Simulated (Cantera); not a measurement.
Feed: 1 mol Ta, 0.013 mol H2O, equilibrated at 0.190 Pa.

Cantera equilibrium calculation (NASA polynomials, part measured and part estimated; ideal gas, pure solids and liquids). Candidate condensed phases: H2O, Ta, Ta2O5; 12 gas species. Condensed phases not in the tables: N, O or C dissolved in the metal. Rates play no part. All values below are at 2125 K.

Base state: H 0.667, TaO 0.140, TaO2 0.128, H2 0.0641, O 0.000324, OH 4.39e-5, H2O 3.40e-5 (mole fractions); condensed: Ta(s).

**Question.** What changes in the equilibrium state with this change: 0.00029 mol CO2 added?

**Answer.** 
```json
[
 {"species": "H", "before": "0.667", "after": "0.658"},
 {"species": "TaO", "before": "0.140", "after": "0.141"},
 {"species": "TaO2", "before": "0.128", "after": "0.129"},
 {"species": "CO", "before": "0", "after": "0.00873"},
 {"species": "H2", "before": "0.0641", "after": "0.0624"},
 {"species": "H2O", "before": "3.40e-5", "after": "3.32e-5"},
 {"species": "OH", "before": "4.39e-5", "after": "4.35e-5"},
 {"species": "O", "before": "0.000324", "after": "0.000325"},
 {"species": "Ta(s), mol", "before": "0.991", "after": "0.991"}
]
```
Condensed phases not in the tables: Ta2C, N, O or C dissolved in the metal. Further candidate phases: C, C6H6, C7H8, C8H18, TaC.
